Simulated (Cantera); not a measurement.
Input: 1 mol AlI₃, 4.1 mol H₂O, 490 mol H₂, at 900 K and 0.0870 bar.

Method: chemical equilibrium by Gibbs-energy minimisation in Cantera with the NASA 1993 tables (ideal gas, pure condensed phases). Candidate condensed phases: Al, AlI₃, Al₂O₃, H₂O, I₂; 25 gas species. Kinetics and transport are ignored.

Base state: H₂ 0.989, HI 0.00598, H₂O 0.00525, I 6.89e-5 (mole fractions); condensed: Al₂O₃(s).

### Question
What changes in the equilibrium state with this change: temperature from 900 K to 2100 K?

### Answer
```tsv
species	before	after
H₂	0.989	0.978
H	<1e-9	0.0104
H₂O	0.00525	0.00527
HI	0.00598	0.000721
AlI	<1e-9	3.04e-5
AlOH	<1e-9	1.13e-5
Al	<1e-9	1.02e-5
I	6.89e-5	0.00525
Al₂O₃(s), mol	0.500	0.486
```
The tables' values for AlOH are old estimates; treat these amounts as uncertain.
